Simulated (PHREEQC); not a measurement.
**Buffer: speciation**

Dissolve 0.019 mol/kgw H3PO4, 0.00035 mol/kgw Na2SO4 and 0.0012 mol/kgw NaCl at 20 °C. Closed to the air; pH follows from the charge balance.

The numbers come from PHREEQC with the ion-association model, wateq4f.dat.

Each row changes one thing in this solution. This is a speciation only: nothing precipitates in the calculation.

```tsv
case	pH	ionic strength (mol/kgw)	H2PO4- (mol/kgw)	SO4-2 (mol/kgw)	NaSO4- (mol/kgw)	HPO4-2 (mol/kgw)	SI of Halite (NaCl)	SI of Mirabilite (Na2SO4:10H2O)
as made	2.08	0.0113	0.00931	0.000228	1.37e-6	9.23e-8	-7.31	-8.01
H3PO4 from 0.019 to 0.0209 mol/kgw	2.05	0.0119	0.00992	0.000223	1.33e-6	9.31e-8	-7.31	-8.03
H3PO4 from 0.019 to 0.0038 mol/kgw	2.58	0.00498	0.00284	(withheld)	2.02e-6	8.22e-8	-7.28	-7.82
H3PO4 replaced by K3PO4 at the same molality	11.98	0.0986	6.79e-8	0.000308	1.06e-6	0.00812	-7.44	-8.25
diluted 5-fold with water	2.58	0.00325	0.00282	5.86e-5	8.46e-8	(withheld)	-8.66	-9.88
NaCl from 0.0012 to 0.012 mol/kgw	2.08	0.0223	0.00950	0.000231	8.09e-6	1.05e-7	-5.51	-6.45
0.0088 mol/kgw NH3 added	2.43	0.0151	0.0130	0.000268	1.53e-6	3.01e-7	-7.32	-7.98
diluted 2-fold with water	2.28	0.00673	0.00570	0.000129	4.23e-7	8.46e-8	-7.89	-8.81
```

Q: What belongs in the gaps?

A: 
- H3PO4 from 0.019 to 0.0038 mol/kgw, SO4-2 (mol/kgw): 0.000294
- diluted 5-fold with water, HPO4-2 (mol/kgw): 7.70e-8

H3PO4, which wateq4f.dat lacks, is added to it with the constant of phreeqc.dat.
